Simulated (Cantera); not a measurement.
**SiCl4 + HCl + H2 (chlorosilane synthesis and conversion)**

Charge: 1 mol SiCl4, 0.74 mol HCl, 18 mol H2, held at 500 K and 1 atm.

Equilibrium computed with Cantera from the NASA thermochemical tables; the gas is ideal and each condensed phase is pure. Candidate condensed phases: Si; 19 gas species. Rates play no part.

| Quantity | Value |
|---|---|
| x(H2) | 0.912 |
| x(SiCl4) | 0.0507 |
| x(HCl) | 0.0375 |
| x(SiHCl3) | 1.96e-6 |
| gas amount | 19.74 mol |
| log10 activity of Si(s) (absent) | -17.33 |
